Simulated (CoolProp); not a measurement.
Values from CoolProp's reference Helmholtz-energy equation of state, Penoncello 2003.

### Question
Give the vapour pressure (MPa), surface tension (mN/m), vapour viscosity (µPa s) of saturated CHF3 (R23) at 219.9, 223.3, 229.9 K.

### Answer
```json
[
 {"T (K)": "219.9", "p (MPa)": "0.419", "surface tension (mN/m)": "11.5", "vapour viscosity (µPa s)": "11.0"},
 {"T (K)": "223.3", "p (MPa)": "0.482", "surface tension (mN/m)": "10.9", "vapour viscosity (µPa s)": "11.2"},
 {"T (K)": "229.9", "p (MPa)": "0.625", "surface tension (mN/m)": "9.72", "vapour viscosity (µPa s)": "11.6"}
]
```

Viscosity comes from a separate model (Shan 2000). Surface tension comes from a separate correlation (Mulero 2012).
